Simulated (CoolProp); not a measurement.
Properties of nitrous oxide along the isobar 31.3 bar.

The numbers come from the reference Helmholtz-energy equation of state, Lemmon 2006 in CoolProp. It is a short technical equation, of lower accuracy than the large ones.

| T (°C) | phase | Z | cp (kJ/(kg K)) |
|---|---|---|---|
| -19.45 | liquid | 0.06520 | 1.961 |
| 1.05 | gas | 0.7151 | 1.680 |
| 21.65 | gas | 0.7957 | 1.278 |
| 42.15 | gas | 0.8438 | 1.154 |
| 62.65 | gas | 0.8768 | 1.101 |
| 83.15 | gas | 0.9010 | 1.077 |
| 103.75 | gas | 0.9195 | 1.066 |
| 124.25 | gas | 0.9339 | 1.062 |
| 144.75 | gas | 0.9454 | 1.063 |
| 165.25 | gas | 0.9547 | 1.067 |
| 185.85 | gas | 0.9624 | 1.073 |
| 206.35 | gas | 0.9687 | 1.080 |
| 226.85 | gas | 0.9740 | 1.088 |
